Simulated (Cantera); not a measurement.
A closed system holds: 1 mol SiH₂Cl₂, 0.12 mol C₂H₄, 16 mol H₂, 0.059 mol C₂H₂, held at 1527 °C and 7.50 Torr.

Cantera equilibrium calculation (NASA polynomials, part measured and part estimated; ideal gas, pure solids and liquids). Candidate condensed phases: C, C₆H₆, C₇H₈, C₈H₁₈, Si, SiC; 109 gas species. Mutual solubility and eutectic melting of coexisting phases are not modelled. The tables' values for SiCl, SiCl₃ are old estimates; treat these amounts as uncertain. Gases not in the tables: Si₂H₆ and higher silanes. Equilibrium is a limit: real reactors are often held back by kinetics, nucleation or transport.

Base state: H₂ 0.905, HCl 0.0725, SiCl₂ 0.0180, H 0.00341, Si 0.000318, SiCl 0.000210, Cl 0.000209, SiCl₃ 6.91e-5 (mole fractions); condensed: Si(l) + SiC(s).

### Question
What changes in the equilibrium state with this change: H₂ from 16 to 950 mol?

### Answer
| species | before | after |
|---|---|---|
| H₂ | 0.905 | 0.994 |
| H | 0.00341 | 0.00357 |
| HCl | 0.0725 | 0.00206 |
| SiCl₂ | 0.0180 | 1.32e-5 |
| Si | 0.000318 | 0.000318 |
| SiCl₃ | 6.91e-5 | 1.37e-9 |
| SiCl | 0.000210 | 5.68e-6 |
| Cl | 0.000209 | 5.66e-6 |
| Si(l), mol | 0.300 | 0.250 |
| SiC(s), mol | 0.358 | 0.354 |

### Question
What changes in the equilibrium state with this change: temperature from 1527 °C to 825 °C?

### Answer
```json
[
 {"species": "H₂", "before": "0.905", "after": "0.935"},
 {"species": "HCl", "before": "0.0725", "after": "0.0448"},
 {"species": "SiCl₄", "before": "4.29e-7", "after": "0.0105"},
 {"species": "SiCl₂", "before": "0.0180", "after": "0.00436"},
 {"species": "Si", "before": "0.000318", "after": "<1e-9"},
 {"species": "SiCl", "before": "0.000210", "after": "<1e-9"},
 {"species": "Si(l), mol", "before": "0.300", "after": "0"},
 {"species": "SiC(s), mol", "before": "0.358", "after": "0.358"},
 {"species": "Si(s), mol", "before": "0", "after": "0.281"}
]
```
The tables' values for SiCl₃ are old estimates; treat these amounts as uncertain.
